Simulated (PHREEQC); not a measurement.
## Metal-bearing waste water (model solution)

A solution holds 0.16 mol/kgw CuSO4, 0.0017 mol/kgw CuCl2, 0.005 mol/kgw HCl and 0.27 mol/kgw Na2SO4, at 5 °C. Closed to the air; pH follows from the charge balance.

Computed with PHREEQC (ion-association model, phreeqc.dat).

| Quantity | Result |
|---|---|
| pH | 2.98 |
| ionic strength | 0.909 mol/kgw |
| activity of water | 0.984 |
| density | 1.060 g/cm³ |
| total alkalinity | -5.00 meq/kg |

| species | molality | activity | log γ |
|---|---|---|---|
| Na+ | 0.450 | 0.331 | -0.133 |
| SO4-2 | 0.246 | 0.0412 | -0.775 |
| CuSO4 | 0.0911 | 0.112 | 0.091 |
| NaSO4- | 0.0896 | 0.0597 | -0.176 |
| Cu+2 | 0.0705 | 0.0155 | -0.659 |
| Cl- | 0.00828 | 0.00515 | -0.206 |
| HSO4- | 0.00361 | 0.00282 | -0.106 |
| H+ | 0.00139 | 0.00105 | -0.124 |
| CuCl+ | 0.000122 | 7.50e-5 | -0.210 |

This is a speciation only: nothing precipitates in the calculation. The ionic strength is past about 0.7 mol/kgw, beyond the range of this activity model, so the values are rough. Constants without temperature data keep their 25 °C values here.
